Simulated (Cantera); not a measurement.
A closed system holds: 1 mol PbO, 0.27 mol N2, 0.19 mol O2, at 0.133 bar.

Method: chemical equilibrium by Gibbs-energy minimisation in Cantera with the NASA 1993 tables (ideal gas, pure condensed phases). Candidate condensed phases: Pb, PbO, PbO2, Pb3O4; 12 gas species. Gases not in the tables: (PbO)n polymers. Equilibrium is a limit: real reactors are often held back by kinetics, nucleation or transport.

log p: log10 of the partial pressure in bar; n: condensed amount in mol.

```tsv
T (°C)	log p N2	log p O2	log p PbO	log p Pb	n PbO(red)	n Pb3O4(s)	n PbO(yellow)	n PbO(l)
300	-0.93	-1.77	<-12	<-12	0.0973	0.301	0	0
450	-1.11	-1.26	-12.11	<-12	1.00	0	0	0
600	-1.11	-1.26	-8.63	<-12	0	0	1.00	0
750	-1.11	-1.26	-6.19	-9.92	0	0	1.000	0
900	-1.11	-1.26	-4.41	-7.31	0	0	0	1.000
1050	-1.11	-1.26	[?]	[?]	0	0	0	0.998
1200	-1.13	-1.28	[?]	[?]	0	0	0	0.977
1350	-1.26	-1.40	-1.43	-2.70	0	0	0	0.807
```

Task: Some entries are withheld; supply them.

Result: 
- 1050, log p PbO: -3.18
- 1050, log p Pb: -5.44
- 1200, log p PbO: -2.21
- 1200, log p Pb: -3.95
